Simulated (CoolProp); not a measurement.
Vapour-liquid equilibrium of ethylene (1) + 1-butene (2) at -47.05 °C; x and y are mole fractions of (1).

Values from CoolProp's multi-fluid Helmholtz-energy mixture model, Smukala 2000 and Lemmon 2005; pair parameters Bell 2016.

```
x     bubble pressure, mixture model (MPa)  bubble pressure, Raoult's law (MPa)  y, mixture model  y, Raoult's law
----  ------------------------------------  -----------------------------------  ----------------  ---------------
0.05                                     ?                              0.07244                 ?            0.806
0.2                                      ?                               0.2454             0.944            0.952
0.35                                0.3980                               0.4184                 ?            0.977
0.5                                 0.5657                               0.5914                 ?            0.988
0.65                                     ?                               0.7643             0.990            0.993
0.8                                      ?                               0.9373             0.994            0.997
0.95                                     ?                                1.110             0.999            0.999
```

Problem. What belongs in the gaps?

Solution. 
- 0.05, bubble pressure, mixture model (MPa): 0.06914
- 0.05, y, mixture model: 0.792
- 0.2, bubble pressure, mixture model (MPa): 0.2326
- 0.35, y, mixture model: 0.971
- 0.5, y, mixture model: 0.983
- 0.65, bubble pressure, mixture model (MPa): 0.7360
- 0.8, bubble pressure, mixture model (MPa): 0.9106
- 0.95, bubble pressure, mixture model (MPa): 1.098

The largest gap from Raoult's law is -5.2 % in bubble pressure, at x = 0.2. No azeotrope shows between x = 0.05 and 0.95.

Pair parameters are fitted to limited data, so mixtures are less certain than the pure fluids.
